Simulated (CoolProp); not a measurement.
Vapour-liquid equilibrium of R22 (1) + n-pentane (2) at 251.3 K; x and y are mole fractions of (1).

Model: multi-fluid Helmholtz-energy mixture model, Kamei 1995 and Thol 2019; pair parameters Bell 2016, in CoolProp.

Give the bubble pressure and the first vapour's composition at x = 0.275, 0.875, 0.95. Is there an azeotrope?

x = 0.275: 0.1178 MPa, y = 0.943; x = 0.875: 0.2059 MPa, y = 0.986; x = 0.95: 0.2185 MPa, y = 0.993. No azeotrope shows between x = 0.05 and 0.95.

Pair parameters are fitted to limited data, so mixtures are less certain than the pure fluids. With so large a gap from Raoult's law the liquid may split in two, which this calculation doesn't test in full.
